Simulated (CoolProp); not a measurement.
Dry air at 298.15 K and 1.6 MPa is compressed adiabatically to 5.52 MPa with isentropic efficiency 0.7. Each further row changes one setting.

The numbers come from the reference Helmholtz-energy equation of state, Lemmon 2000 in CoolProp. It is a pseudo-pure fit of the blend.

```csv
case,work (kJ/kg),final temperature (K),final density (kg/m³)
as stated,183,478.0,39.5
efficiency 1,128,425.9,44.4
efficiency 0.65,197,491.3,38.4
```
